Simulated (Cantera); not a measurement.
Feed: 1 mol (CH3)2SiCl2, 0.055 mol C3H8, 1.6 mol H2, equilibrated at 8.60 mbar.

Equilibrium computed with Cantera from the NASA thermochemical tables; the gas is ideal and each condensed phase is pure. Candidate condensed phases: C, C6H6, C7H8, C8H18, Si, SiC; 109 gas species. The feed counts by its element totals alone. The tables' values for SiCl3 are old estimates; treat these amounts as uncertain. Kinetics and transport are ignored.

At 1625 K, list the 4 most abundant gas species with their mole fractions, and the condensed phases.

H2 0.663, HCl 0.329, SiCl2 0.00655, H 0.000619. Condensed: C(graphite) + SiC(s).
